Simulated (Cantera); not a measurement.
# Ta + CH₄ (tantalum, niobium, vanadium and zirconium in process gases)

A closed system holds: 1 mol Ta, 1.4 mol CH₄, at 1723 K and 128 Torr.

Cantera equilibrium calculation (NASA polynomials, part measured and part estimated; ideal gas, pure solids and liquids). Candidate condensed phases: C, C₆H₆, C₇H₈, C₈H₁₈, Ta, TaC; 77 gas species. TaC: taken at fixed stoichiometry. Condensed phases not in the tables: Ta₂C. Kinetics and transport are ignored.

x(H₂): 0.999
x(H): 0.000442
x(CH₄): 0.000171
x(C₂H₂ (acetylene)): 9.04e-5
x(CH₃): 1.54e-6
n(C(graphite)): 0.399 mol
n(TaC(s)): 1.00 mol
gas amount: 2.800 mol
log10 activity of Ta(s) (absent): -4.25
